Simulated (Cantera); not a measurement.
A closed system holds: 1 mol CCl4, 0.38 mol F2, 1.7 mol H2, equilibrated at 2.80e-5 bar.

Method: chemical equilibrium by Gibbs-energy minimisation in Cantera with the NASA 1993 tables (ideal gas, pure condensed phases). Candidate condensed phases: C, C6H6, C7H8, C8H18; 135 gas species. Ions and electrons are included (thermal ionisation). The numbers say what is thermodynamically allowed, not how fast it happens. All values below are at 2500 K.

Base state: Cl 0.518, H 0.340, HF 0.0879, C3 0.0178, F 0.0122, HCl 0.0110, C 0.00594, H2 0.00512 (mole fractions); condensed: C(graphite).

Task: What changes in the equilibrium state with this change: F2 from 0.38 to 0.093 mol?

Result: 
| species | before | after |
|---|---|---|
| Cl | 0.518 | 0.523 |
| H | 0.340 | 0.405 |
| HF | 0.0879 | 0.0223 |
| F | 0.0122 | 0.00259 |
| HCl | 0.0110 | 0.0133 |
| C3 | 0.0178 | 0.0178 |
| CF | 0.000398 | 8.46e-5 |
| C2H2 (acetylene) | 5.54e-5 | 7.88e-5 |
| C(graphite), mol | 0.517 | 0.525 |
